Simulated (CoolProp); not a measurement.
Properties of sulfur hexafluoride at several states.

Values from CoolProp's reference Helmholtz-energy equation of state, Guder 2009.

```json
[
 {"T (°C)": "46.95", "p (bar)": "0.133", "phase": "gas", "Z": "0.9988", "speed of sound (m/s)": "140.7", "Joule-Thomson coefficient (K/MPa)": "7.586", "viscosity (µPa s)": "16.2", "conductivity (mW/(m K))": "14.6"},
 {"T (°C)": "212.85", "p (bar)": "167", "phase": "supercritical", "Z": "0.8805", "speed of sound (m/s)": "189.9", "Joule-Thomson coefficient (K/MPa)": "1.244", "viscosity (µPa s)": "45.6", "conductivity (mW/(m K))": "45.3"},
 {"T (°C)": "345.05", "p (bar)": "22.3", "phase": "gas", "Z": "0.9912", "speed of sound (m/s)": "192.9", "Joule-Thomson coefficient (K/MPa)": "1.383", "viscosity (µPa s)": "28.9", "conductivity (mW/(m K))": "38.1"},
 {"T (°C)": "324.65", "p (bar)": "31.8", "phase": "gas", "Z": "0.9844", "speed of sound (m/s)": "189.2", "Joule-Thomson coefficient (K/MPa)": "1.488", "viscosity (µPa s)": "28.6", "conductivity (mW/(m K))": "37.9"},
 {"T (°C)": "51.55", "p (bar)": "110", "phase": "supercritical", "Z": "0.4379", "speed of sound (m/s)": "264.4", "Joule-Thomson coefficient (K/MPa)": "0.4680", "viscosity (µPa s)": "123", "conductivity (mW/(m K))": "57.7"},
 {"T (°C)": "18.25", "p (bar)": "0.367", "phase": "gas", "Z": "0.9956", "speed of sound (m/s)": "134.3", "Joule-Thomson coefficient (K/MPa)": "9.863", "viscosity (µPa s)": "14.9", "conductivity (mW/(m K))": "12.5"}
]
```

Viscosity comes from a separate model (Quiñones-Cisneros 2012). Thermal conductivity comes from a separate model (Assael 2012).
